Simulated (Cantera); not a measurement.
SiCl₄ + NH₃ (silicon nitride deposition)

Input: 1 mol SiCl₄, 18 mol NH₃, at 10000 Pa.

Equilibrium computed with Cantera from the NASA thermochemical tables; the gas is ideal and each condensed phase is pure. Candidate condensed phases: NH₄Cl, Si, Si₃N₄; 28 gas species. The tables' values for SiCl₃, SiCl are old estimates; treat these amounts as uncertain. Gases not in the tables: Si₂H₆ and higher silanes. Kinetics and transport are ignored.

```
T (°C)  log p H₂  log p N₂  log p HCl  log p SiCl₂  log p H  log p SiCl₃  n Si₃N₄(s)  n Si(l)
------  --------  --------  ---------  -----------  -------  -----------  ----------  -------
1327       -1.17     -1.65      -2.00        -3.54    -4.85        -4.81       0.295        0
1377       -1.17     -1.65      -2.02        -3.32    -4.63        -4.73       0.270        0
1427       -1.17     -1.64      -2.04        -3.13    -4.42        -4.68       0.238        0
1477       -1.17     -1.64      -2.07        -2.98    -4.22        -4.66       0.197        0
1527       -1.17     -1.64      -2.11        -2.85    -4.03        -4.67       0.151        0
1577       -1.17     -1.63      -2.16        -2.75    -3.85        -4.71       0.101        0
1627       -1.17     -1.63      -2.17        -2.74    -3.69        -4.80           0    0.281
```
log p: log10 of the partial pressure in bar; n: condensed amount in mol.

From 1327 °C to 1577 °C the condensed part is Si₃N₄(s). At 1627 °C the condensed part is Si(l). The main Si-bearing gas is SiCl₂ throughout. The share of Si in condensed phases is highest at 1327 °C (88.4 %) and lowest at 1627 °C (28.1 %).
